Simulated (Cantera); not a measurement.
A freely propagating, adiabatic, planar premixed flame of 58.3 % H₂, 10.4 % O₂, 31.3 % N₂, equivalence ratio 2.8, unburnt at 600 K and 100.0 Torr; multicomponent+Soret transport, grid criteria slope 0.08 and curve 0.16, no radiation.

Cantera simulation using the H2/O2 subset of GRI-Mech 3.0, which has no nitrogen chemistry; the numbers are that mechanism's predictions, not measurements. Burning velocities carry a grid error of a few per cent, more on coarse grids.

Problem. Predict: laminar burning velocity; thermal thickness; peak x(HO₂); peak x(OH); peak x(H₂O₂).

Solution. 
| Property | Result |
|---|---|
| laminar burning velocity | 674 cm/s |
| thermal thickness | 6.32 mm |
| peak x(HO₂) | 3.90e-5 |
| peak x(OH) | 0.00247 |
| peak x(H₂O₂) | 4.30e-7 |
